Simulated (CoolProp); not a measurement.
The numbers come from the reference Helmholtz-energy equation of state, Polt 1992 in CoolProp. This equation is an older, rougher fit.

Question: For propyne, give the phase and the Joule-Thomson coefficient (K/MPa), fugacity coefficient at 402.8 K and 9.12 bar.

Answer: 
- 402.8 K and 9.12 bar: gas; Joule-Thomson coefficient 9.49, fugacity coefficient 0.944
